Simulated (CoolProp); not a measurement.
Propylene at 298.15 K and 0.792 MPa flows at 0.69 m/s in a round tube of 100 mm bore and 1.5 µm roughness, fully developed (64/Re and Nu = 3.66 if laminar; Colebrook and Gnielinski if turbulent). Each further row changes one setting.

Values from CoolProp's reference Helmholtz-energy equation of state, Lemmon 2013.

```csv
case,Reynolds number,Darcy friction factor,pressure drop (Pa/m),heat-transfer coefficient (W/(m² K)),mass flow (kg/h)
as stated,122000,0.0174,0.634,42.6,300
velocity 1.38 m/s,244000,0.0152,2.22,74.5,599
diameter 200 mm,244000,0.0151,0.276,37.1,1200
```

Viscosity comes from a separate model (Huber 2003), an estimate that may be off by 10 % or more. Thermal conductivity comes from a separate model (Huber 2003), an estimate that may be off by 10 % or more.
